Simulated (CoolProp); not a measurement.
The numbers come from the reference Helmholtz-energy equation of state, Lemmon 2006 in CoolProp. It is a short technical equation, of lower accuracy than the large ones.

Task: For acetone, give the phase and the Z, cp (kJ/(kg K)), speed of sound (m/s), expansivity (1/kK) at 0.75 °C and 22.3 kPa; 0.75 °C and 107 kPa; 0.75 °C and 181 kPa.

Result: 
- 0.75 °C and 22.3 kPa: liquid; Z 0.000701, cp 2.09, speed of sound 1280, expansivity 1.34
- 0.75 °C and 107 kPa: liquid; Z 0.00336, cp 2.09, speed of sound 1280, expansivity 1.34
- 0.75 °C and 181 kPa: liquid; Z 0.00569, cp 2.09, speed of sound 1280, expansivity 1.33
